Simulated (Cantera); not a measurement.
Input: 1 mol SiO₂, 3.6 mol MgO, 0.89 mol H₂O, equilibrated at 92.0 mbar.

These are equilibrium values from Cantera (NASA tables, ideal gas, pure condensed phases), not measurements of a reactor. Candidate condensed phases: H₂O, Mg, MgO, Mg(OH)₂, MgSiO₃, Mg₂SiO₄, Si, SiO₂; 24 gas species. Mutual solubility and eutectic melting of coexisting phases are not modelled. Condensed phases not in the tables: alloys, solid solutions and most ternary compounds. Rates play no part.

At 2225 K, list the 6 most abundant gas species with their mole fractions, and the condensed phases.

H₂O 0.930, H₂ 0.0346, OH 0.0155, O₂ 0.0139, H 0.00397, O 0.00123. Condensed: MgO(s) + Mg₂SiO₄(l).
